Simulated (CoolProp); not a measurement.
Toluene at 508.42 K and 0.717 MPa flows at 0.34 m/s in a round tube of 1 mm bore and 45 µm roughness, fully developed (64/Re and Nu = 3.66 if laminar; Colebrook and Gnielinski if turbulent). Each further row changes one setting.

Values from CoolProp's reference Helmholtz-energy equation of state, Lemmon 2006. It is a short technical equation, of lower accuracy than the large ones.

```
case               Reynolds number  Darcy friction factor  pressure drop (Pa/m)  heat-transfer coefficient (W/(m² K))  mass flow (kg/h)
-----------------  ---------------  ---------------------  --------------------  ------------------------------------  ----------------
as stated                      516                  0.124                   127                                   112            0.0170
velocity 0.68 m/s             1030                 0.0621                   254                                   112            0.0340
diameter 2 mm                 1030                 0.0621                  31.7                                  55.8            0.0680
```

Viscosity comes from a separate model (Avgeri 2015). Thermal conductivity comes from a separate model (Assael 2012).
